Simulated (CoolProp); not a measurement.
Vapour-liquid equilibrium of R22 (1) + R134a (2) at 2.06 MPa; x and y are mole fractions of (1).

Model: multi-fluid Helmholtz-energy mixture model, Kamei 1995 and Tillner-Roth 1994; pair parameters Bell 2016, in CoolProp.

| x | bubble temperature, mixture model (K) | bubble temperature, Raoult's law (K) | y, mixture model | y, Raoult's law |
|---|---|---|---|---|
| 0.05 | 340.8 | 341.0 | 0.064 | 0.070 |
| 0.125 | 339.2 | 339.7 | [?] | 0.169 |
| 0.2 | [?] | 338.3 | 0.244 | 0.263 |
| 0.275 | 336.3 | 337.0 | 0.327 | 0.352 |
| 0.35 | 334.9 | 335.7 | [?] | 0.436 |
| 0.425 | 333.6 | 334.5 | 0.484 | 0.516 |
| 0.5 | 332.4 | 333.3 | 0.558 | 0.591 |
| 0.575 | [?] | 332.1 | 0.629 | 0.662 |
| 0.65 | 330.2 | 330.9 | 0.698 | 0.729 |
| 0.725 | [?] | 329.7 | 0.765 | 0.793 |
| 0.8 | 328.1 | 328.6 | [?] | 0.854 |
| 0.875 | 327.2 | 327.5 | 0.895 | 0.911 |
| 0.95 | 326.3 | 326.4 | 0.958 | 0.965 |

**Question.** Some entries are withheld; supply them.

**Answer.** 
- 0.125, y, mixture model: 0.156
- 0.2, bubble temperature, mixture model (K): 337.7
- 0.35, y, mixture model: 0.407
- 0.575, bubble temperature, mixture model (K): 331.3
- 0.725, bubble temperature, mixture model (K): 329.1
- 0.8, y, mixture model: 0.831

The largest gap from Raoult's law is -0.9 K in bubble temperature, at x = 0.425. No azeotrope shows between x = 0.05 and 0.95.

The pair parameters rest on a limited set of measurements; away from them the model extrapolates.
